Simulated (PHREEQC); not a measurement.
## Alkaline etch or developer: an equilibrium model

Dissolve 87 mmol/kgw LiOH, 0.26 mmol/kgw H3BO3 and 2.9 mmol/kgw Na2CO3 at 80 °C. Closed to the air; pH follows from the charge balance.

The numbers come from PHREEQC with the ion-association model, wateq4f.dat.

The pH is 11.42, the ionic strength is 0.0942 mol/kgw and the total alkalinity comes out as 92.8 meq/kg.

| species | molality | activity | log γ |
|---|---|---|---|
| Li+ | 0.0870 | 0.0678 | -0.108 |
| OH- | 0.0868 | 0.0645 | -0.129 |
| Na+ | 0.00507 | 0.00387 | -0.117 |
| CO3-2 | 0.00212 | 0.000753 | -0.449 |
| NaCO3- | 0.000732 | 0.000565 | -0.112 |
| H2BO3- | 0.000260 | 0.000188 | -0.139 |
| HCO3- | 4.91e-5 | 3.79e-5 | -0.112 |

This is a speciation only: nothing precipitates in the calculation. Away from 25 °C the constants follow the database's enthalpies or fits; those with neither stay at their 25 °C values.
